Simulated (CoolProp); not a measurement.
CH2F2 (R32) along the isobar 66.7 bar: fugacity coefficient from the reference equation and from simpler models built on Tc = 351.3 K, pc = 57.83 bar, ω = 0.277; each cubic takes its own stable root.

Values from CoolProp's reference Helmholtz-energy equation of state, Tillner-Roth 1997.

```
T (K)          phase  reference
-----  -------------  ---------
203.7         liquid   0.006431
222.8         liquid    0.01810
241.8         liquid    0.04156
260.9         liquid    0.08230
279.9         liquid     0.1441
299           liquid     0.2297
318.1         liquid     0.3380
337.1         liquid     0.4637
356.2  supercritical     0.5957
375.2  supercritical     0.6761
394.3  supercritical     0.7301
413.3  supercritical     0.7723
432.4  supercritical     0.8068
```

Task: How far does each simpler model (Redlich-Kwong, Soave-Redlich-Kwong) lie from the reference over these 13 states: mean and median of the absolute difference, and the worst?

Result: 
- Redlich-Kwong: mean 36.8 %, median 19.9 %, worst +131.4 % at 203.7 K and 66.7 bar
- Soave-Redlich-Kwong: mean 5.7 %, median 5.7 %, worst +9.4 % at 299 K and 66.7 bar
